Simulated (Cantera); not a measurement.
Feed: 1 mol SiH2Cl2, 0.059 mol HCl, 11 mol H2, at 10.0 mbar.

Method: chemical equilibrium by Gibbs-energy minimisation in Cantera with the NASA 1993 tables (ideal gas, pure condensed phases). Candidate condensed phases: Si; 19 gas species. Kinetics and transport are ignored.

Over these rows the condensed part is Si(s). Partial pressures as log10 of bar:

| T (K) | 1000/T (1/K) | log p SiCl4 | log p H2 | log p HCl | log p SiCl2 |
|---|---|---|---|---|---|
| 1025 | 0.9756 | -3.59 | -2.03 | -3.49 | -4.70 |
| 1125 | 0.8889 | -3.80 | -2.04 | -3.23 | -4.09 |
| 1225 | 0.8163 | ? | -2.05 | -3.08 | -3.73 |
| 1325 | 0.7547 | -4.95 | -2.06 | -3.04 | -3.58 |
| 1425 | 0.7018 | -5.70 | -2.06 | -3.03 | -3.52 |
| 1525 | 0.6557 | -6.39 | -2.06 | -3.04 | -3.50 |

**Question.** Fit log p(SiCl4) = a + b·(1000/T) to the five rows, give the apparent enthalpy, and predict the row at 1225 K.

**Answer.** Means: 1000/T = 0.7953, log p = -4.886. Sxy = 0.623984, Sxx = 0.0711478, so b = 8.77 and a = -4.886 − (8.77)×0.7953 = -11.86.
Apparent enthalpy: −19.145 × (8.77) = -168 kJ/mol. With the condensed phases at unit activity, 2 SiCl2(g) = SiCl4(g) + Si(s) links this pressure to the main gases: over the six rows their terms move log p by +2.40 in all, so the slope isn't that reaction's ΔH° alone. The five rows lie within 0.29 of the line; that is curvature, so one enthalpy describes this range poorly.
Prediction at 1225 K: -11.86 + (8.77)×0.8163 = -4.70. The computed value is -4.25, 0.45 from the line.
